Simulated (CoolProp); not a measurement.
Aqueous ethanol as a coolant, at 29 °C, 1 atm.

Computed with CoolProp (Melinder's fits for secondary coolants).

```tsv
mass %	freezing point (°C)	cp (kJ/(kg K))	density (kg/m³)	conductivity (W/(m K))	viscosity (mPa s)
4.4	-1.8	4.210	987.7	0.580	0.965
8.8	(withheld)	4.262	980.8	0.548	1.13
13.1	-6.2	4.300	974.6	(withheld)	(withheld)
17.5	-9.2	4.318	968.4	(withheld)	1.50
21.8	-12.6	4.311	962.0	0.464	1.67
26.2	-16.5	4.279	955.0	0.438	1.82
30.6	-20.7	4.227	(withheld)	(withheld)	1.94
34.9	-24.8	4.163	939.1	0.391	(withheld)
39.3	-28.9	4.088	930.1	0.368	2.07
43.6	-32.6	4.010	920.8	0.348	2.09
48	-36.1	3.927	910.9	0.328	2.10
52.4	-39.3	3.836	900.9	(withheld)	2.08
```

**Question.** What belongs in the gaps?

**Answer.** 
- 8.8, freezing point (°C): -3.8
- 13.1, conductivity (W/(m K)): 0.519
- 13.1, viscosity (mPa s): 1.31
- 17.5, conductivity (W/(m K)): 0.490
- 30.6, density (kg/m³): 947.3
- 30.6, conductivity (W/(m K)): 0.413
- 34.9, viscosity (mPa s): 2.02
- 52.4, conductivity (W/(m K)): 0.309
